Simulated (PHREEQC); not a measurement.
A PHREEQC input (ion-association model, phreeqc.dat):

```
SOLUTION 1
  temp 25
  units mg/kgw
  pH 6.84
  pe 11.7
  Na 0.0121
  K 0.00339
  Ca 0.0171
  Mg 0.00243
  Cl 0.025
  S(6) 0.00193 as SO4
  Alkalinity 0.0561
  O(0) 1.72e-05
END
USE solution 1
EQUILIBRIUM_PHASES 1
  Gypsum 0 0
  Quartz 0 0.5
  CO2(g) -2.5 10
END
```

The run finishes without an error or a warning.

Its last state differs from that of the intended input:

```csv
quantity,as run,intended
pH,5.20,5.19
ionic strength (mol/kgw),8.72e-6,8.71e-6
```

Q: One thing in the input isn't as intended. What explains the difference?

A: Several could match; the one computed here: The fault: 'as HCO3' left off the alkalinity, which is then read as CaCO3.
